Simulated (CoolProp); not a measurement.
A single-stage vapour-compression cycle with neopentane: evaporating at 329.15 K (dew point), condensing at 389.15 K (bubble point), superheat 5 K, subcooling 0 K, compressor efficiency 0.9, no pressure losses. Each further row changes one setting.

Computed with CoolProp (reference Helmholtz-energy equation of state, Lemmon 2006). It is a short technical equation, of lower accuracy than the large ones.

```
case                              cooling COP  pressure ratio  discharge temperature (K)  refrigerating effect (kJ/kg)  volumetric capacity (kJ/m³)
--------------------------------  -----------  --------------  -------------------------  ----------------------------  ---------------------------
as stated                                2.66            3.64                      389.1                           120                         1460
evaporating temperature 334.15 K          [?]             [?]                      389.1                           [?]                         1760
condensing temperature 384.15 K          3.19            3.32                      384.2                           135                         1640
subcooling 5 K                            [?]            3.64                      389.1                           135                         1650
superheat 15 K                            [?]            3.64                      389.1                           140                         1630
compressor efficiency 0.8                2.36            3.64                      389.1                           120                         1460
```

Question: What belongs in the gaps?

Answer: 
- evaporating temperature 334.15 K, cooling COP: 3.12
- evaporating temperature 334.15 K, pressure ratio: 3.21
- evaporating temperature 334.15 K, refrigerating effect (kJ/kg): 128
- subcooling 5 K, cooling COP: 3.00
- superheat 15 K, cooling COP: 2.89

The compression ends wet for: as stated; evaporating temperature 334.15 K; condensing temperature 384.15 K; subcooling 5 K; superheat 15 K; compressor efficiency 0.8.
